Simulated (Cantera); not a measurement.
Input: 1 mol C2H5OH, 0.023 mol NH3, equilibrated at 0.0240 bar.

Method: chemical equilibrium by Gibbs-energy minimisation in Cantera with the NASA 1993 tables (ideal gas, pure condensed phases). Candidate condensed phases: C, C6H6, C7H8, C8H18, H2O; 136 gas species. The numbers say what is thermodynamically allowed, not how fast it happens.

log p: log10 of the partial pressure in bar; n: condensed amount in mol.

```csv
T (°C),log p H2,log p H,log p CO,log p C2H2 (acetylene),log p C3,log p C2H,log p N2,n C(graphite)
1325,-1.74,-5.15,-2.23,-6.31,<-13,-12.19,-4.17,0.999
1425,-1.75,-4.71,-2.23,-5.89,<-13,-11.11,-4.18,0.999
1525,-1.75,-4.33,-2.23,-5.51,-12.97,-10.15,-4.19,0.998
1625,-1.75,…,-2.23,…,…,…,-4.20,0.996
1725,-1.75,-3.67,-2.23,-4.87,-10.58,-8.52,-4.22,0.993
1825,-1.75,-3.39,-2.23,-4.60,-9.56,-7.82,-4.25,0.988
1925,-1.76,-3.14,-2.23,-4.36,-8.63,-7.19,-4.29,0.980
2025,-1.77,-2.91,-2.24,-4.14,-7.79,-6.62,-4.33,0.968
2125,-1.79,-2.70,-2.25,-3.95,-7.02,-6.10,-4.39,0.952
2225,-1.82,-2.51,-2.26,-3.79,-6.32,-5.63,-4.46,0.929
2325,-1.86,-2.35,-2.27,-3.65,-5.67,-5.20,-4.54,0.900
2425,-1.91,…,-2.29,…,…,…,…,0.861
2525,-1.99,-2.08,-2.31,-3.47,-4.51,-4.46,-4.72,0.805
2625,-2.08,-1.98,-2.34,-3.42,-4.00,-4.15,-4.82,0.705
```

Question: Fill in the missing entries.

Answer: 
- 2425, log p H: -2.21
- 2425, log p C2H2 (acetylene): -3.54
- 2425, log p C3: -5.07
- 2425, log p C2H: -4.81
- 2425, log p N2: -4.63
- 1625, log p H: -3.98
- 1625, log p C2H2 (acetylene): -5.17
- 1625, log p C3: -11.71
- 1625, log p C2H: -9.29
